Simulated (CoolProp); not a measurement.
Saturation properties of R1336mzz(Z) (Tc = 171.3 °C, pc = 2.904 MPa, ω = 0.386).

The numbers come from the reference Helmholtz-energy equation of state, McLinden 2020 in CoolProp.

```csv
T (°C),p (MPa),liquid density (kg/m³),liquid cp (kJ/(kg K))
55.85,0.2155,[?],1.287
67.45,0.3045,1246,1.314
79.05,[?],1210,1.344
90.65,0.5642,[?],1.377
102.35,0.7460,1130,1.417
113.95,[?],1085,[?]
125.55,1.234,1035,[?]
137.15,1.555,977.5,1.642
148.85,1.940,906.6,[?]
160.45,2.394,809.4,2.435
```

**Question.** Fill in the missing entries.

**Answer.** 
- 55.85, liquid density (kg/m³): 1280
- 79.05, p (MPa): 0.4192
- 90.65, liquid density (kg/m³): 1172
- 113.95, p (MPa): 0.9669
- 113.95, liquid cp (kJ/(kg K)): 1.468
- 125.55, liquid cp (kJ/(kg K)): 1.536
- 148.85, liquid cp (kJ/(kg K)): 1.843

It boils at 33.5 °C under 1 atm.
